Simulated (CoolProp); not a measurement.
Vapour-liquid equilibrium of carbon dioxide (1) + CHF3 (R23) (2) at 253.5 K; x and y are mole fractions of (1).

The numbers come from the multi-fluid Helmholtz-energy mixture model, Span 1996 and Penoncello 2003; pair parameters Bell 2016 in CoolProp.

```
x      bubble pressure, mixture model (MPa)  bubble pressure, Raoult's law (MPa)  y, mixture model  y, Raoult's law
-----  ------------------------------------  -----------------------------------  ----------------  ---------------
0.05                                  1.450                                1.440             0.069            0.069
0.125                                   [?]                                1.483             0.166            0.168
0.2                                   1.565                                1.527             0.257            0.261
0.275                                   [?]                                1.570               [?]            0.349
0.35                                    [?]                                1.614             0.421            0.432
0.425                                   [?]                                1.657             0.496            0.511
0.5                                   1.771                                1.701             0.567            0.585
0.575                                   [?]                                1.744               [?]            0.656
0.65                                  1.855                                1.788             0.700            0.724
0.725                                   [?]                                1.831             0.764            0.788
0.8                                   1.925                                1.875             0.827            0.850
0.875                                 1.953                                1.918             0.891            0.908
0.95                                  1.978                                1.962             0.955            0.964
```

Fill in the missing entries.


- 0.125, bubble pressure, mixture model (MPa): 1.508
- 0.275, bubble pressure, mixture model (MPa): 1.620
- 0.275, y, mixture model: 0.342
- 0.35, bubble pressure, mixture model (MPa): 1.673
- 0.425, bubble pressure, mixture model (MPa): 1.723
- 0.575, bubble pressure, mixture model (MPa): 1.814
- 0.575, y, mixture model: 0.635
- 0.725, bubble pressure, mixture model (MPa): 1.892

The largest gap from Raoult's law is +4.1 % in bubble pressure, at x = 0.5. No azeotrope shows between x = 0.05 and 0.95.

Pair parameters are fitted to limited data, so mixtures are less certain than the pure fluids.
